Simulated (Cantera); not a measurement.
## Ammonia decomposition in nitride growth gas

An isothermal, constant-pressure homogeneous reactor starts with NH3 : H2 = 1 : 0.14 (molar parts), at 2200 K and 0.960 bar.

Computed with Cantera and the gas-phase N/H chemistry of the illustrative SiF4/NH3 mechanism in the Surface Chemkin manual (1991). Walls and surfaces, which speed up NH3 decomposition in real reactors, are not modelled.

| t (s) | x NH3 | x H2 | x NH2 | x N2H2 | x N |
|---|---|---|---|---|---|
| 6.00e-6 | 0.876 | 0.123 | 0.000726 | 5.86e-7 | 3.29e-8 |
| 2.94e-5 | 0.871 | 0.125 | 0.00258 | 1.30e-5 | 1.14e-6 |
| 0.000144 | 0.845 | 0.144 | 0.00288 | 1.73e-5 | 1.73e-6 |
| 0.000707 | 0.730 | 0.229 | 0.00252 | 1.35e-5 | 2.26e-6 |
| 0.00346 | 0.396 | 0.474 | 0.00160 | 5.54e-6 | 3.11e-6 |
| 0.0170 | 0.0452 | 0.731 | 0.000364 | 4.27e-7 | 3.50e-6 |
| 0.0832 | 0.000349 | 0.762 | 7.14e-6 | 3.40e-10 | 4.61e-7 |
| 0.408 | 4.43e-5 | 0.762 | 9.08e-7 | 7.02e-12 | 5.90e-8 |
| 2.00 | 9.16e-6 | 0.762 | 1.88e-7 | 1.78e-12 | 1.22e-8 |
x: mole fraction; the columns are a selection and need not sum to one.

Equilibrium at this temperature and pressure: NH3 4.58e-6, H2 0.762, NH2 9.39e-8, N2H2 1.60e-12, N 6.11e-9 (gas phase only).
